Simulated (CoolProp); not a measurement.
The numbers come from the reference Helmholtz-energy equation of state, Lemmon 2005 in CoolProp. It is a short technical equation, of lower accuracy than the large ones.

For cis-2-butene, give the phase and the speed of sound (m/s), Joule-Thomson coefficient (K/MPa), fugacity coefficient at 122.65 °C and 16.3 MPa; 122.65 °C and 26.1 MPa.


- 122.65 °C and 16.3 MPa: liquid; speed of sound 714, Joule-Thomson coefficient -0.0700, fugacity coefficient 0.163
- 122.65 °C and 26.1 MPa: liquid; speed of sound 827, Joule-Thomson coefficient -0.203, fugacity coefficient 0.138
